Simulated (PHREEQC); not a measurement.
Synthetic water in mmol/kgw, 25 °C, pH 6.76, pe 11.8:

```csv
constituent,mmol/kgw
Na,0.00124
K,0.000292
Ca,0.00227
Mg,0.00118
Cl,0.00343
S(6),0.000811
Alkalinity (meq/kgw),0.00343
Sr,1.08e-05
Cu(2),6.36e-05
```

Valence states are taken as typed.

Computed with PHREEQC (ion-association model, phreeqc.dat).

Precipitation was switched off in this run.

Q: What charge-balance error does the model give?

A: charge-balance error 0.6 %.

Q: In which forms is Cu present?

A: Cu+2 57 %, Cu(OH)2 39 %, CuOH+ 3.3 % of the Cu.

The database's constant for dissolved Cu(OH)2 is higher than later reviews accept.
